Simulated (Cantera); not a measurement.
# C2H5OH + H2O + H2 (carbon deposition, reforming and gasification)

Input: 1 mol C2H5OH, 5.8 mol H2O, 0.35 mol H2, equilibrated at 0.133 bar.

These are equilibrium values from Cantera (NASA tables, ideal gas, pure condensed phases), not measurements of a reactor. Candidate condensed phases: C, C6H6, C7H8, C8H18, H2O; 110 gas species. Rates play no part.

From 548 K to 1898 K nothing is condensed. The main C-bearing gas is CH4 at 548 K and CO at 1898 K.

```csv
T (K),log p H2O,log p H2,log p CH4,log p CO,log p CO2
548,-1.04,-2.00,-1.64,-4.77,-2.04
698,-1.23,-1.33,-2.02,-2.87,-1.79
848,-1.37,-1.17,-3.56,-2.09,-1.80
998,-1.34,-1.19,-5.56,-1.93,-1.92
1148,-1.32,-1.21,-7.10,-1.84,-2.02
1298,-1.30,-1.22,-8.29,-1.79,-2.11
1448,-1.29,-1.23,-9.24,-1.76,-2.19
1598,-1.29,-1.24,-10.01,-1.74,-2.26
1748,-1.28,-1.25,-10.64,-1.72,-2.31
1898,-1.28,-1.25,-11.18,-1.71,-2.36
```
log p: log10 of the partial pressure in bar; nothing condenses.
